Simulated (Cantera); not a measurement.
Charge: 1 mol V2O3, 0.61 mol H2, 0.89 mol H2O, at 527 °C and 1.30 bar.

Cantera equilibrium calculation (NASA polynomials, part measured and part estimated; ideal gas, pure solids and liquids). Candidate condensed phases: H2O, V, VO, V2O3, V2O4, V2O5; 12 gas species. Condensed phases not in the tables: the oxides between V2O3 and V2O5 other than VO2. The numbers say what is thermodynamically allowed, not how fast it happens.

Base state: H2O 0.593, H2 0.407 (mole fractions); condensed: V2O3(s).

Q: What changes in the equilibrium state with this change: temperature from 527 °C to 1852 °C?

A: 
```json
[
 {"species": "H2O", "before": "0.593", "after": "0.592"},
 {"species": "H2", "before": "0.407", "after": "0.405"},
 {"species": "H", "before": "<1e-9", "after": "0.00203"},
 {"species": "VO2", "before": "<1e-9", "after": "0.000361"},
 {"species": "OH", "before": "<1e-9", "after": "0.000367"},
 {"species": "V2O3(s), mol", "before": "1.00", "after": "1.000"}
]
```
